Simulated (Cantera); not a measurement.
What does this Cantera script print?

```python
import numpy as np
import cantera as ct

gas_names = """
    CL CL2 H HCL H2 N NH NH2 NH3 N2 N2H2 N2H4 Si SiCL SiCL2 SiCL3 SiCL4 SiH SiHCL3 SiH2 SiH2CL2 SiH3
    SiH3CL SiH4 SiN Si2 Si2N Si3
""".split()
cond_names = """
    NH4CL(a) NH4CL(b) Si(cr) Si(L) Si3N4(a)
""".split()


def load(file, names, dense=False):
    # The tables refer to 1 bar. Condensed volumes are neglected.
    table = {s.name: s for s in ct.Species.list_from_file(file)}
    out = []
    for n in names:
        d = dict(table[n].input_data)
        d["thermo"] = dict(d["thermo"], **{"reference-pressure": 1e5})
        if dense:
            d["equation-of-state"] = {"model": "constant-volume", "density": "1e6 g/cm^3"}
        out.append(ct.Species.from_dict(d))
    return out


gas = ct.Solution(thermo="ideal-gas", species=load("nasa_gas.yaml", gas_names))
cond = {s.name: ct.Solution(thermo="fixed-stoichiometry", species=[s], name=s.name)
        for s in load("nasa_condensed.yaml", cond_names, dense=True)}
atoms = {
    'SiH2Cl2': {'Si': 1, 'H': 2, 'CL': 2},
    'NH3': {'N': 1, 'H': 3},
    'H2': {'H': 2},
}
top_T = {'Si3N4(a)': 2400}  # K; cautious upper limits of use, not melting points


def equilibrate(T, P, feed):
    n = {}
    for name, mol in feed.items():
        for a, k in atoms[name].items():
            n[a] = n.get(a, 0.0) + k * mol
    gas.TPX = T, P, n
    mass = sum(n.values()) * gas.mean_molecular_weight
    gas.equilibrate("TP")
    valid = [c for c in cond.values() if c.min_temp <= T <= top_T.get(c.name, c.max_temp)]
    mix = ct.Mixture([(gas, mass / gas.mean_molecular_weight)] + [(c, 0.0) for c in valid])
    mix.T, mix.P = T, P
    mix.equilibrate("TP", solver="vcs", rtol=1e-11, max_steps=5000)
    return mix


results = []
feed = {'SiH2Cl2': 1, 'NH3': 0.29, 'H2': 21}  # mol
P = 18  # Pa
for T in [1548, 1598, 1648, 1698, 1748, 1798, 1848]:
    mix = equilibrate(T, P, feed)
    results.append((T, P, feed, dict(zip(mix.species_names, mix.species_moles))))
    x = sorted(zip(gas.X, gas.species_names), reverse=True)
    print(f"T = {T:g} K  P = {P:g} Pa  gas = {mix.phase_moles(0):.4g} mol")
    print("   x: " + "  ".join(f"{s} {v:.3e}" for v, s in x if v > 1e-05))
    print("   condensed (mol): " + ("  ".join(f"{mix.phase(i).name} {mix.phase_moles(i):.4g}"
          for i in range(1, mix.n_phases) if mix.phase_moles(i) > 1e-12) or "none"))
```

Result:

```
T = 1548 K  P = 18 Pa  gas = 23.61 mol
   x: H2 9.195e-01  HCL 5.914e-02  SiCL2 1.266e-02  N2 6.141e-03  H 2.201e-03  Si 1.765e-04  CL 1.130e-04  SiCL 7.172e-05  SiCL3 1.935e-05
   condensed (mol): Si(cr) 0.6945
T = 1598 K  P = 18 Pa  gas = 23.64 mol
   x: H2 9.178e-01  HCL 5.852e-02  SiCL2 1.285e-02  N2 6.133e-03  H 3.801e-03  Si 5.195e-04  CL 1.918e-04  SiCL 1.419e-04  SiH 1.466e-05  SiCL3 1.453e-05
   condensed (mol): Si(cr) 0.6797
T = 1648 K  P = 18 Pa  gas = 23.7 mol
   x: H2 9.147e-01  HCL 5.782e-02  SiCL2 1.298e-02  H 6.348e-03  N2 6.118e-03  Si 1.431e-03  CL 3.147e-04  SiCL 2.688e-04  SiH 3.377e-05  SiCL3 1.106e-05
   condensed (mol): Si(cr) 0.6504
T = 1698 K  P = 18 Pa  gas = 23.8 mol
   x: H2 9.088e-01  HCL 5.717e-02  SiCL2 1.292e-02  H 1.027e-02  N2 6.089e-03  Si 3.648e-03  CL 5.027e-04  SiCL 4.824e-04  SiH 7.267e-05  Si2 1.589e-05  SiH2 1.269e-05
   condensed (mol): Si(L) 0.5906
T = 1748 K  P = 18 Pa  gas = 23.99 mol
   x: H2 8.984e-01  HCL 5.736e-02  H 1.614e-02  SiCL2 1.221e-02  Si 8.086e-03  N2 6.038e-03  CL 7.952e-04  SiCL 7.808e-04  SiH 1.369e-04  Si2 4.155e-05  SiH2 1.844e-05  Si3 1.018e-05
   condensed (mol): Si(L) 0.4874
T = 1798 K  P = 18 Pa  gas = 24.33 mol
   x: H2 8.811e-01  HCL 5.693e-02  H 2.463e-02  Si 1.714e-02  SiCL2 1.141e-02  N2 5.949e-03  SiCL 1.221e-03  CL 1.219e-03  SiH 2.476e-04  Si2 1.029e-04  SiH2 2.600e-05  Si3 2.452e-05  Si2N 1.273e-05
   condensed (mol): Si(L) 0.2614
T = 1848 K  P = 18 Pa  gas = 24.79 mol
   x: H2 8.572e-01  HCL 5.836e-02  H 3.659e-02  Si 2.850e-02  SiCL2 9.411e-03  N2 5.836e-03  CL 1.894e-03  SiCL 1.581e-03  SiH 3.529e-04  Si2 1.622e-04  Si3 3.075e-05  SiH2 2.916e-05  Si2N 1.407e-05  SiN 1.127e-05
   condensed (mol): none
```

Cantera equilibrium calculation (NASA polynomials, part measured and part estimated; ideal gas, pure solids and liquids). The tables' values for SiCl, SiCl3, SiN are old estimates; treat these amounts as uncertain. Gases not in the tables: Si2H6 and higher silanes.
